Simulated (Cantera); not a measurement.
An isothermal, constant-pressure homogeneous reactor starts with 30.2 % CH4, 45.3 % H2O, 24.5 % H2, at 1650 K and 10.0 bar.

Model: GRI-Mech 3.0 (53 species, 325 reactions), integrated in Cantera.

x: mole fraction; the columns are a selection and need not sum to one.

| t (s) | x CH4 | x H2O | x H2 | x HO2 | x CO | x CH3 | x H |
|---|---|---|---|---|---|---|---|
| 3.00e-5 | 0.301 | 0.453 | 0.245 | <1e-12 | 3.04e-7 | 0.000213 | 8.72e-6 |
| 0.000160 | 0.298 | 0.452 | 0.248 | <1e-12 | 1.73e-5 | 0.000251 | 1.04e-5 |
| 0.000857 | 0.280 | 0.447 | 0.263 | <1e-12 | (withheld) | 0.000239 | 1.12e-5 |
| 0.00458 | 0.215 | 0.424 | 0.325 | <1e-12 | 0.00121 | 0.000183 | 1.37e-5 |
| 0.0245 | (withheld) | (withheld) | (withheld) | <1e-12 | (withheld) | (withheld) | 1.83e-5 |
| 0.131 | 0.117 | 0.323 | 0.470 | <1e-12 | 0.0381 | 9.98e-5 | 1.98e-5 |
| 0.700 | 0.0872 | 0.219 | 0.568 | <1e-12 | 0.0986 | 6.78e-5 | 2.18e-5 |
| 3.74 | 0.0377 | 0.134 | 0.665 | <1e-12 | 0.152 | 2.71e-5 | 2.36e-5 |
| 20.0 | 0.00497 | 0.0929 | 0.717 | <1e-12 | 0.178 | 3.45e-6 | 2.45e-5 |

**Question.** Some entries are withheld; supply them.

**Answer.** 
- 0.000857, x CO: 0.000174
- 0.0245, x CH4: 0.130
- 0.0245, x H2O: 0.384
- 0.0245, x H2: 0.414
- 0.0245, x CO: 0.00832
- 0.0245, x CH3: 0.000116
